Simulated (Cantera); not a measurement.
Cantera with NASA thermochemical tables; ideal gases at 1 bar, condensed phases pure. Values are per mole of reaction as written; species without (g) are pure solids or liquids, kept so even where they would boil at 1 bar.

### Question
Between 300 and 1775 K, where is each reaction favourable under standard conditions?
- 8 F(g) + 2 Cu2O ⇌ O2(g) + 4 CuF2

### Answer
- 8 F(g) + 2 Cu2O ⇌ O2(g) + 4 CuF2: ΔG° is -2167 kJ at 300 K and -946 kJ at 1775 K; it stays negative (K > 1). ΔH° is -2271 kJ and ΔS° -746 J/K at 1775 K.
